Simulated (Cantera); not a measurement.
Feed: 1 mol B2O3, 6.3 mol N2, 1 mol H2, equilibrated at 3.30 mbar.

Method: chemical equilibrium by Gibbs-energy minimisation in Cantera with the NASA 1993 tables (ideal gas, pure condensed phases). Candidate condensed phases: B, BN, B2O3, B3O3H3, H2O; 39 gas species. Mutual solubility and eutectic melting of coexisting phases are not modelled. The numbers say what is thermodynamically allowed, not how fast it happens.

Task: At 1523 K, list the 4 most abundant gas species with their mole fractions, and the condensed phases.

Result: N2 0.849, H2 0.130, B2O3 0.0104, HBO2 0.00613. Condensed: BN(s) + B2O3(l).
